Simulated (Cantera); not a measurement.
Input (Python, Cantera) and output of one run.

```python
import numpy as np
import cantera as ct

gas_names = """
    C CO CO2 C2 C2O C3 C3O2 C4 C5 Cu CuO Cu2 O O2 O3
""".split()
cond_names = """
    C(gr) Cu(cr) Cu(L) CuO(s) Cu2O(s) Cu2O(L)
""".split()


def load(file, names, dense=False):
    # The tables refer to 1 bar. Condensed volumes are neglected.
    table = {s.name: s for s in ct.Species.list_from_file(file)}
    out = []
    for n in names:
        d = dict(table[n].input_data)
        d["thermo"] = dict(d["thermo"], **{"reference-pressure": 1e5})
        if dense:
            d["equation-of-state"] = {"model": "constant-volume", "density": "1e6 g/cm^3"}
        out.append(ct.Species.from_dict(d))
    return out


gas = ct.Solution(thermo="ideal-gas", species=load("nasa_gas.yaml", gas_names))
cond = {s.name: ct.Solution(thermo="fixed-stoichiometry", species=[s], name=s.name)
        for s in load("nasa_condensed.yaml", cond_names, dense=True)}
atoms = {
    'Cu': {'Cu': 1},
    'CO': {'C': 1, 'O': 1},
}
top_T = {'C(gr)': 4500, 'CuO(s)': 1390}  # K; cautious upper limits of use, not melting points


def equilibrate(T, P, feed):
    n = {}
    for name, mol in feed.items():
        for a, k in atoms[name].items():
            n[a] = n.get(a, 0.0) + k * mol
    gas.TPX = T, P, n
    mass = sum(n.values()) * gas.mean_molecular_weight
    gas.equilibrate("TP")
    valid = [c for c in cond.values() if c.min_temp <= T <= top_T.get(c.name, c.max_temp)]
    mix = ct.Mixture([(gas, mass / gas.mean_molecular_weight)] + [(c, 0.0) for c in valid])
    mix.T, mix.P = T, P
    mix.equilibrate("TP", solver="vcs", rtol=1e-11, max_steps=5000)
    return mix


results = []
feed = {'Cu': 1, 'CO': 3.9}  # mol
P = 1400000  # Pa
for T in [775, 925, 1075, 1225, 1375, 1525, 1675, 1825, 1975]:
    mix = equilibrate(T, P, feed)
    results.append((T, P, feed, dict(zip(mix.species_names, mix.species_moles))))
    x = sorted(zip(gas.X, gas.species_names), reverse=True)
    print(f"T = {T:g} K  P = {P:g} Pa  gas = {mix.phase_moles(0):.4g} mol")
    print("   x: " + "  ".join(f"{s} {v:.3e}" for v, s in x if v > 0.0001))
    print("   condensed (mol): " + ("  ".join(f"{mix.phase(i).name} {mix.phase_moles(i):.4g}"
          for i in range(1, mix.n_phases) if mix.phase_moles(i) > 1e-12) or "none"))
```

Result:

```
T = 775 K  P = 1.4e+06 Pa  gas = 1.967 mol
   x: CO2 9.825e-01  CO 1.755e-02
   condensed (mol): C(gr) 1.933  Cu(cr) 1
T = 925 K  P = 1.4e+06 Pa  gas = 2.1 mol
   x: CO2 8.573e-01  CO 1.427e-01
   condensed (mol): C(gr) 1.8  Cu(cr) 1
T = 1075 K  P = 1.4e+06 Pa  gas = 2.615 mol
   x: CO 5.083e-01  CO2 4.917e-01
   condensed (mol): C(gr) 1.285  Cu(cr) 1
T = 1225 K  P = 1.4e+06 Pa  gas = 3.424 mol
   x: CO 8.610e-01  CO2 1.390e-01
   condensed (mol): C(gr) 0.4759  Cu(cr) 1
T = 1375 K  P = 1.4e+06 Pa  gas = 3.789 mol
   x: CO 9.706e-01  CO2 2.935e-02
   condensed (mol): C(gr) 0.1112  Cu(L) 1
T = 1525 K  P = 1.4e+06 Pa  gas = 3.871 mol
   x: CO 9.926e-01  CO2 7.370e-03
   condensed (mol): C(gr) 0.02853  Cu(L) 1
T = 1675 K  P = 1.4e+06 Pa  gas = 3.891 mol
   x: CO 9.977e-01  CO2 2.337e-03
   condensed (mol): C(gr) 0.009092  Cu(L) 1
T = 1825 K  P = 1.4e+06 Pa  gas = 3.897 mol
   x: CO 9.990e-01  CO2 8.997e-04
   condensed (mol): C(gr) 0.003506  Cu(L) 0.9998
T = 1975 K  P = 1.4e+06 Pa  gas = 3.899 mol
   x: CO 9.994e-01  CO2 4.036e-04  Cu 2.430e-04
   condensed (mol): C(gr) 0.001574  Cu(L) 0.999
```

Cantera equilibrium calculation (NASA polynomials, part measured and part estimated; ideal gas, pure solids and liquids).
